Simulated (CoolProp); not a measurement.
Saturation properties of CF4 (R14) (Tc = 227.4 K, pc = 3.762 MPa, ω = 0.178).

Values from CoolProp's reference Helmholtz-energy equation of state, Platzer 1990. This equation is an older, rougher fit; its heat capacities, sound speeds and derivatives of the liquid may be far off and weren't checked against measurements.

```
T (K)  p (MPa)  liquid density (kg/m³)  vapour density (kg/m³)  enthalpy of vaporisation (kJ/kg)
-----  -------  ----------------------  ----------------------  --------------------------------
174.7   0.5526                    1432                   38.21                             115.2
177     0.6146                    1417                   42.44                             113.3
179.3   0.6815                    1401                   47.03                             111.4
181.7   0.7570                    1385                   52.26                             109.4
184     0.8350                    1369                   57.72                             107.3
186.3   0.9188                    1353                   63.67                             105.1
188.7    1.013                    1335                   70.44                             102.8
191      1.109                    1318                   77.51                             100.5
193.3    1.212                    1300                   85.23                             98.02
195.6    1.322                    1281                   93.66                             95.45
198      1.444                    1261                   103.3                             92.64
200.3    1.569                    1240                   113.5                             89.79
```

It boils at 145.1 K under 1 atm.
